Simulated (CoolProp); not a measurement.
Ethylene along the isobar 43.4 bar: fugacity coefficient from the reference equation and from simpler models built on Tc = 282.4 K, pc = 50.42 bar, ω = 0.087; each cubic takes its own stable root.

The numbers come from the reference Helmholtz-energy equation of state, Smukala 2000 in CoolProp.

```json
[
 {"T (K)": "237.2", "phase": "liquid", "reference": "0.3342"},
 {"T (K)": "250.6", "phase": "liquid", "reference": "0.4489"},
 {"T (K)": "263.9", "phase": "liquid", "reference": "0.5748"},
 {"T (K)": "277.2", "phase": "gas", "reference": "0.6961"},
 {"T (K)": "290.5", "phase": "gas", "reference": "0.7420"},
 {"T (K)": "303.8", "phase": "gas", "reference": "0.7773"},
 {"T (K)": "317.1", "phase": "gas", "reference": "0.8061"},
 {"T (K)": "330.4", "phase": "gas", "reference": "0.8303"},
 {"T (K)": "343.7", "phase": "gas", "reference": "0.8508"},
 {"T (K)": "357", "phase": "gas", "reference": "0.8685"},
 {"T (K)": "370.3", "phase": "gas", "reference": "0.8837"},
 {"T (K)": "383.6", "phase": "gas", "reference": "0.8970"},
 {"T (K)": "396.9", "phase": "gas", "reference": "0.9087"}
]
```

Task: How far does each simpler model (Redlich-Kwong, Peng-Robinson) lie from the reference over these 13 states: mean and median of the absolute difference, and the worst?

Result: 
- Redlich-Kwong: mean 1.5 %, median 0.7 %, worst +6.1 % at 237.2 K and 43.4 bar
- Peng-Robinson: mean 2.2 %, median 2.2 %, worst -3.0 % at 290.5 K and 43.4 bar
